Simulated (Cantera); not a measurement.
An adiabatic, constant-pressure homogeneous reactor starts with H₂ : O₂ : N₂ = 1 : 1.06 : 4 (molar parts), equivalence ratio 0.47, at 1675 K and 1.90 bar. Integrator tolerance rtol = 1e-08.

Model: GRI-Mech 3.0 (53 species, 325 reactions), integrated in Cantera.

Q: What does this change do: H2 1 to 1.3 parts?

A: 
| quantity | before | after |
|---|---|---|
| time of steepest temperature rise | 4.71 µs | 4.44 µs |
| temperature at 0.700 s | 2623 K | 2767 K |
| equilibrium temperature | 2623 K | 2767 K |
| x(H₂) at 0.700 s | 0.00427 (gas-phase equilibrium 0.00427) | 0.0114 (gas-phase equilibrium 0.0114) |
| x(O₂) at 0.700 s | 0.0863 (gas-phase equilibrium 0.0863) | 0.0580 (gas-phase equilibrium 0.0580) |
| x(OH) at 0.700 s | 0.0182 (gas-phase equilibrium 0.0182) | 0.0266 (gas-phase equilibrium 0.0266) |
| x(H) at 0.700 s | 0.00201 (gas-phase equilibrium 0.00201) | 0.00567 (gas-phase equilibrium 0.00567) |
| x(N₂O) at 0.700 s | 1.24e-6 (gas-phase equilibrium 1.24e-6) | 1.23e-6 (gas-phase equilibrium 1.23e-6) |
| x(NO) at 0.700 s | 0.0172 (gas-phase equilibrium 0.0172) | 0.0172 (gas-phase equilibrium 0.0172) |

Q: What does this change do: H2 1 to 1.5 parts?

A: 
```csv
quantity,before,after
time of steepest temperature rise,4.71 µs,4.33 µs
temperature at 0.700 s,2623 K,2837 K
equilibrium temperature,2623 K,2837 K
x(H₂) at 0.700 s,0.00427 (gas-phase equilibrium 0.00427),0.0187 (gas-phase equilibrium 0.0187)
x(O₂) at 0.700 s,0.0863 (gas-phase equilibrium 0.0863),0.0431 (gas-phase equilibrium 0.0431)
x(OH) at 0.700 s,0.0182 (gas-phase equilibrium 0.0182),0.0306 (gas-phase equilibrium 0.0306)
x(H) at 0.700 s,0.00201 (gas-phase equilibrium 0.00201),0.00930 (gas-phase equilibrium 0.00930)
x(N₂O) at 0.700 s,1.24e-6 (gas-phase equilibrium 1.24e-6),1.14e-6 (gas-phase equilibrium 1.14e-6)
x(NO) at 0.700 s,0.0172 (gas-phase equilibrium 0.0172),0.0161 (gas-phase equilibrium 0.0161)
```
